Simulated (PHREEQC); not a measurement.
## Hard or scaling water: an equilibrium model

A solution holds 0.095 mol SrCl2 and 5.5e-06 mol CO2 per kg of water, at 30 °C. Closed to the air; pH follows from the charge balance.

Equilibrium calculation in PHREEQC: ion-association model, phreeqc.dat.

This is a speciation only: nothing precipitates in the calculation.

**Question.** Estimate the pH, specific conductance, density.

**Answer.** pH 5.78; specific conductance 19600 µS/cm; density 1.009 g/cm³.

**Question.** In which forms is C present?

**Answer.** CO2 62 %, HCO3- 26 %, SrHCO3+ 13 % of the C.
